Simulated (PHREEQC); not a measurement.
A solution holds 0.013 mol/kgw HBr and 0.26 mol/kgw KCl, at 70 °C. Closed to the air; pH follows from the charge balance.

Computed with PHREEQC (ion-association model, phreeqc.dat).

| quantity | before | after |
|---|---|---|
| pH | 2.00 | 2.66 |
| SI of Sylvite (KCl) | -2.62 | -3.87 |

Q: Name the change that produced these shifts.
(A) diluted 5-fold with water
(B) 0.025 mol/kgw Na2HPO4 added
(C) 0.26 mol/kgw KBr added
(D) HBr from 0.013 to 0.026 mol/kgw

A: A, diluted 5-fold with water

This is a speciation only: nothing precipitates in the calculation. Away from 25 °C the constants follow the database's enthalpies or fits; those with neither stay at their 25 °C values.
